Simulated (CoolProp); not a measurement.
Computed with CoolProp (reference Helmholtz-energy equation of state, Platzer 1990). This equation is an older, rougher fit; its heat capacities, sound speeds and derivatives of the liquid may be far off and weren't checked against measurements.

Task: For R13, give the phase and the conductivity (mW/(m K)) at 435.5 K and 18.6 kPa; 219.4 K and 4580 kPa.

Result: 
- 435.5 K and 18.6 kPa: gas; conductivity 21.5
- 219.4 K and 4580 kPa: liquid; conductivity 79.0

Thermal conductivity comes from a separate model (Huber 2003), an estimate that may be off by 10 % or more.
